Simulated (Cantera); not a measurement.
A closed system holds: 1 mol Si, 0.29 mol CO2, 410 mol N2, 0.037 mol N2O, held at 1573.15 K and 750 Torr.

Cantera equilibrium calculation (NASA polynomials, part measured and part estimated; ideal gas, pure solids and liquids). Candidate condensed phases: C, Si, SiC, SiO2, Si2N2O, Si3N4; 34 gas species. Mutual solubility and eutectic melting of coexisting phases are not modelled. Kinetics and transport are ignored.

Base state: N2 1.000, CO 0.000300 (mole fractions); condensed: C(graphite) + Si2N2O(s) + Si3N4(s).

**Question.** What changes in the equilibrium state with this change: pressure from 750 Torr to 100 Torr?

**Answer.** 
```json
[
 {"species": "N2", "before": "1.000", "after": "0.999"},
 {"species": "CO", "before": "0.000300", "after": "0.000708"},
 {"species": "C(graphite), mol", "before": "0.167", "after": "0"},
 {"species": "Si2N2O(s), mol", "before": "0.494", "after": "0.325"},
 {"species": "Si3N4(s), mol", "before": "0.00404", "after": "0.116"}
]
```
